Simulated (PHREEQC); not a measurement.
A PHREEQC speciation (ion-association model, wateq4f.dat) at 25 °C gives pH 5.65 and these molalities:

```
species  mol/kgw
-------  -------
Cl-       0.0353
CdCl+     0.0155
Cd+2     0.00992
CdCl2    0.00153
CdCl3-   3.42e-5
```

Question: What are the element totals, and what could have been dissolved in 1 kg of water to give them?

Answer: Several could match; the one computed here: totals Cd 0.0270, Cl 0.0540 mol/kgw, from 0.027 mol CdCl2 per kg of water.

This is a speciation only: nothing precipitates in the calculation. Species that the database lacks are ignored.
